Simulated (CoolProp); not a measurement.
Vapour-liquid equilibrium of n-octane (1) + n-dodecane (2) at 213 kPa; x and y are mole fractions of (1).

The numbers come from the multi-fluid Helmholtz-energy mixture model, Beckmüller 2019 and Lemmon 2004; pair parameters Bell 2016 in CoolProp.

Problem. Give the bubble temperature and the first vapour's composition at x = 0.05, 0.2, 0.65. Is there an azeotrope?

Solution. x = 0.05: 241.5 °C, y = 0.187; x = 0.2: 218.5 °C, y = 0.570; x = 0.65: 173.8 °C, y = 0.940. No azeotrope shows between x = 0.05 and 0.95.

The pair parameters rest on a limited set of measurements; away from them the model extrapolates.
